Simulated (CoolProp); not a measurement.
A single-stage vapour-compression cycle with R152A: evaporating at 289.15 K (dew point), condensing at 357.15 K (bubble point), superheat 8 K, subcooling 5 K, compressor efficiency 0.8, no pressure losses. Each further row changes one setting.

Model: reference Helmholtz-energy equation of state, Outcalt 1996, in CoolProp. It is a modified Benedict-Webb-Rubin equation, recast in Helmholtz form.

```csv
case,cooling COP,pressure ratio,discharge temperature (K),refrigerating effect (kJ/kg),volumetric capacity (kJ/m³)
as stated,2.34,5.62,389.5,177,2390
evaporating temperature 294.15 K,2.63,4.82,387.2,180,2830
condensing temperature 352.15 K,2.65,5.07,…,188,2530
subcooling 10 K,2.49,5.62,389.5,188,2540
superheat 18 K,…,5.62,399.3,188,2430
compressor efficiency 0.7,…,5.62,…,177,2390
```

### Question
Complete the blanks.

### Answer

- condensing temperature 352.15 K, discharge temperature (K): 383.3
- superheat 18 K, cooling COP: 2.37
- compressor efficiency 0.7, cooling COP: 2.05
- compressor efficiency 0.7, discharge temperature (K): 396.2
